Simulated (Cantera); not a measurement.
**Ignition delay**

Mixture: 12.0 % CH4, 18.5 % O2, 69.5 % N2, at 1.40 bar, adiabatic and at constant volume. Ignition delay is the time to a rise of 400 K.

Model: GRI-Mech 3.0 (53 species, 325 reactions), integrated in Cantera.

```json
[
 {"T0 (K)": "1125", "delay (ms)": "112"},
 {"T0 (K)": "1200", "delay (ms)": "37.2"},
 {"T0 (K)": "1275", "delay (ms)": "13.4"},
 {"T0 (K)": "1350", "delay (ms)": "5.17"},
 {"T0 (K)": "1425", "delay (ms)": "2.14"},
 {"T0 (K)": "1500", "delay (ms)": "0.948"},
 {"T0 (K)": "1575", "delay (ms)": "0.455"},
 {"T0 (K)": "1650", "delay (ms)": "0.236"},
 {"T0 (K)": "1725", "delay (ms)": "0.132"},
 {"T0 (K)": "1800", "delay (ms)": "0.0789"}
]
```

```json
{
  "apparent activation energy between 1650 and 1800 K": "180 kJ/mol"
}
```
